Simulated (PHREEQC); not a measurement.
Dissolve 0.038 mol HBr, 0.00034 mol CaCl2 and 0.018 mol CuCl2 per kg of water at 25 °C. It is in equilibrium with CO2 at log p = -3.5 (atm). Otherwise closed; pH follows from the charge balance.

Model: ion-association model, wateq4f.dat, run in PHREEQC.

| Quantity | Value |
|---|---|
| pH | 1.50 |
| ionic strength | 0.0916 mol/kgw |
| total alkalinity | -38.0 meq/kg |

```
species  molality  activity   log γ
-------  --------  --------  ------
H+         0.0380    0.0315  -0.081
Br-        0.0380    0.0299  -0.104
Cl-        0.0360    0.0277  -0.113
Cu+2       0.0173   0.00710  -0.387
CuCl+    0.000684  0.000530  -0.110
Ca+2     0.000340  0.000136  -0.397
```

Precipitation was switched off in this run.
